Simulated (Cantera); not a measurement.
Charge: 1 mol Si, 0.075 mol H2O, 2.2 mol CO, at 1225 K and 5200 Pa.

Equilibrium computed with Cantera from the NASA thermochemical tables; the gas is ideal and each condensed phase is pure. Candidate condensed phases: C, C6H6, C7H8, C8H18, H2O, Si, SiC, SiO2; 123 gas species. The tables hold silica as quartz up to 1696 K and as liquid above; real silica turns to tridymite and cristobalite and melts near 1996 K. The numbers say what is thermodynamically allowed, not how fast it happens.

Base state: CO 0.785, H2 0.214, CO2 0.000429, H2O 0.000172, CH4 3.13e-5 (mole fractions); condensed: C(graphite) + SiO2(β-quartz).

What changes in the equilibrium state with this change: temperature from 1225 K to 1548 K?


| species | before | after |
|---|---|---|
| CO | 0.785 | 0.912 |
| H2 | 0.214 | 0.0861 |
| SiO | 2.28e-9 | 0.00217 |
| H | 6.33e-7 | 3.96e-5 |
| CH4 | 3.13e-5 | 7.91e-7 |
| C(graphite), mol | 1.93 | 1.15 |
| SiO2(β-quartz), mol | 1.00 | 0.740 |
| SiC(s), mol | 0 | 0.258 |
Mutual solubility and eutectic melting of coexisting phases are not modelled.
